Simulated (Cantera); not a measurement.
Feed: 1 mol SiF4, 6.8 mol NH3, 14 mol N2, at 1125 K and 1.00 bar.

Cantera equilibrium calculation (NASA polynomials, part measured and part estimated; ideal gas, pure solids and liquids). Candidate condensed phases: Si, Si3N4; 37 gas species. The tables' values for SiF3 are old estimates; treat these amounts as uncertain. Equilibrium is a limit: real reactors are often held back by kinetics, nucleation or transport.

Base state: N2 0.608, H2 0.356, SiF4 0.0346, HF 0.000778, SiHF3 0.000210, NH3 4.60e-5, SiF3 1.05e-5 (mole fractions); condensed: Si3N4(s).

Q: What changes in the equilibrium state with this change: SiF4 replaced by SiHCl3?

A: 
| species | before | after |
|---|---|---|
| N2 | 0.608 | 0.579 |
| H2 | 0.356 | 0.319 |
| HCl | 0 | 0.102 |
| SiF4 | 0.0346 | 0 |
| SiCl4 | 0 | 0.000303 |
| HF | 0.000778 | 0 |
| SiHF3 | 0.000210 | 0 |
| SiHCl3 | 0 | 1.64e-5 |
| Si3N4(s), mol | 0.00132 | 0.330 |
Further candidate phases: NH4Cl.
